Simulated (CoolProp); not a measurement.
Vapour-liquid equilibrium of acetone (1) + benzene (2) at 0.922 MPa; x and y are mole fractions of (1).

Computed with CoolProp (multi-fluid Helmholtz-energy mixture model, Lemmon 2006 and Thol 2012; pair parameters Bell 2016).

```tsv
x	bubble temperature, mixture model (K)	bubble temperature, Raoult's law (K)	y, mixture model	y, Raoult's law
0.05	443.7	444.6	0.096	0.092
0.2	435.4	437.8	0.323	0.327
0.35	429.1	431.8	0.491	0.512
0.5	424.2	426.5	0.628	0.662
0.65	420.1	421.8	0.748	0.785
0.8	416.5	417.6	0.859	0.887
0.95	413.5	413.7	0.965	0.974
```

The largest gap from Raoult's law is -2.7 K in bubble temperature, at x = 0.35. No azeotrope shows between x = 0.05 and 0.95.

The pair parameters rest on a limited set of measurements; away from them the model extrapolates.
